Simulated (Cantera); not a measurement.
A perfectly stirred reactor is fed with 7.58 % CH4, 19.4 % O2, 73.0 % N2, equivalence ratio 0.78, at 0.987 atm; it is adiabatic with a 698 K inlet, and is followed from long to short residence time, starting on the burning branch (τ in s: 0.054, 0.031, 0.018, 0.01, 0.0058, 0.0033, 0.0019, 0.0011, 0.00061, 0.00035, 0.0002, 0.00011, 6.5e-05).

Cantera simulation using GRI-Mech 3.0 (53 species, 325 reactions); the numbers are that mechanism's predictions, not measurements.

One state of this run: T (K) = 1885; x CH4 = 0.000607; x O2 = 0.0566; x CH2O = 7.71e-5; x OH = 0.00928; x CO = 0.0260; x NO = 2.50e-5. x: mole fraction; the columns are a selection and need not sum to one.

**Question.** Which value of τ (s) does it belong to?
(A) 0.00011
(B) 0.0019
(C) 0.0033
(D) 0.010

**Answer.** A, 0.00011
